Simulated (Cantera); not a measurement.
Input (Python, Cantera) and output of one run.

```python
import numpy as np
import cantera as ct

gas_names = """
    C CO CO2 C2 C2O C3 C3O2 C4 C5 O O2 O3 Si SiC SiC2 SiO SiO2 Si2 Si2C Si3
""".split()
cond_names = """
    C(gr) Si(cr) Si(L) SiC(b) SiO2(Lqz) SiO2(hqz) SiO2(L)
""".split()


# ... load() reads the species with a 1 bar reference pressure and builds the phases ...
atoms = {
    'SiO2': {'Si': 1, 'O': 2},
    'C': {'C': 1},
    'CO': {'C': 1, 'O': 1},
}
top_T = {'C(gr)': 4500, 'SiC(b)': 3050}  # K; cautious upper limits of use, not melting points


# ... equilibrate(T, P, feed) seeds the gas with the atoms and calls Mixture.equilibrate('TP', solver="vcs", rtol=1e-11, max_steps=5000) ...
results = []
feed = {'SiO2': 1, 'C': 3.2, 'CO': 0.12}  # mol
P = 59000  # Pa
for T in [1575, 1625, 1675, 1725, 1775, 1825, 1875, 1925, 1975, 2025, 2075, 2125]:
    mix = equilibrate(T, P, feed)
    results.append((T, P, feed, dict(zip(mix.species_names, mix.species_moles))))
    x = sorted(zip(gas.X, gas.species_names), reverse=True)
    print(f"T = {T:g} K  P = {P:g} Pa  gas = {mix.phase_moles(0):.4g} mol")
    print("   x: " + "  ".join(f"{s} {v:.3e}" for v, s in x if v > 1e-06))
    print("   condensed (mol): " + ("  ".join(f"{mix.phase(i).name} {mix.phase_moles(i):.4g}"
          for i in range(1, mix.n_phases) if mix.phase_moles(i) > 1e-12) or "none"))
```

Output:

```
T = 1575 K  P = 59000 Pa  gas = 0.12 mol
   x: CO 9.998e-01  CO2 2.086e-04  SiO 3.775e-05
   condensed (mol): C(gr) 3.2  SiO2(hqz) 1
T = 1625 K  P = 59000 Pa  gas = 0.12 mol
   x: CO 9.997e-01  SiO 1.837e-04  CO2 1.419e-04
   condensed (mol): C(gr) 3.2  SiO2(hqz) 1
T = 1675 K  P = 59000 Pa  gas = 0.1202 mol
   x: CO 9.991e-01  SiO 8.114e-04  CO2 9.876e-05
   condensed (mol): C(gr) 3.2  SiO2(hqz) 0.9999
T = 1725 K  P = 59000 Pa  gas = 0.1208 mol
   x: CO 9.967e-01  SiO 3.254e-03  CO2 7.004e-05
   condensed (mol): C(gr) 3.2  SiO2(L) 0.9996
T = 1775 K  P = 59000 Pa  gas = 2.12 mol
   x: CO 9.948e-01  SiO 5.138e-03  CO2 5.074e-05
   condensed (mol): C(gr) 0.2219  SiC(b) 0.9891
T = 1825 K  P = 59000 Pa  gas = 2.12 mol
   x: CO 9.940e-01  SiO 5.929e-03  CO2 3.754e-05
   condensed (mol): C(gr) 0.2252  SiC(b) 0.9874
T = 1875 K  P = 59000 Pa  gas = 2.12 mol
   x: CO 9.932e-01  SiO 6.787e-03  CO2 2.824e-05
   condensed (mol): C(gr) 0.2288  SiC(b) 0.9856
T = 1925 K  P = 59000 Pa  gas = 2.12 mol
   x: CO 9.923e-01  SiO 7.713e-03  CO2 2.158e-05  Si 1.212e-06
   condensed (mol): C(gr) 0.2327  SiC(b) 0.9836
T = 1975 K  P = 59000 Pa  gas = 2.12 mol
   x: CO 9.913e-01  SiO 8.705e-03  CO2 1.673e-05  Si 2.736e-06
   condensed (mol): C(gr) 0.237  SiC(b) 0.9815
T = 2025 K  P = 59000 Pa  gas = 2.12 mol
   x: CO 9.902e-01  SiO 9.764e-03  CO2 1.315e-05  Si 5.927e-06
   condensed (mol): C(gr) 0.2414  SiC(b) 0.9793
T = 2075 K  P = 59000 Pa  gas = 2.12 mol
   x: CO 9.891e-01  SiO 1.089e-02  Si 1.237e-05  CO2 1.046e-05
   condensed (mol): C(gr) 0.2462  SiC(b) 0.9769
T = 2125 K  P = 59000 Pa  gas = 2.12 mol
   x: CO 9.879e-01  SiO 1.208e-02  Si 2.492e-05  CO2 8.414e-06  SiC2 1.781e-06  Si2C 1.119e-06
   condensed (mol): C(gr) 0.2513  SiC(b) 0.9743
```

These are equilibrium values from Cantera (NASA tables, ideal gas, pure condensed phases), not measurements of a reactor. The tables hold silica as quartz up to 1696 K and as liquid above; real silica turns to tridymite and cristobalite and melts near 1996 K.
